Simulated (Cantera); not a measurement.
A perfectly stirred reactor is fed with N2O : O2 = 1 : 0.29 (molar parts), at 0.987 atm; it is held at 1275 K, and followed from long to short residence time.

Computed with Cantera and GRI-Mech 3.0 (53 species, 325 reactions). GRI-Mech 3.0 was tuned for natural gas; its chemistry of N2O as a main component is partial and can be far from experiment. The mechanism lacks the step 2 NO + O2 → 2 NO2, which can matter for NO2 below about 1400 K. The temperature is held fixed by assumption; the heat of reaction is taken as removed at once.

One state of this run: x N2O = 0.761; x O2 = 0.228; x NO2 = 7.50e-6; x N2 = 0.00941; x NO = 0.00137; x O = 5.14e-6. x: mole fraction; the columns are a selection and need not sum to one.

**Question.** Which value of τ (s) does it belong to?
A) 0.10
B) 0.033
C) 0.0060
D) 0.19

**Answer.** C, 0.0060
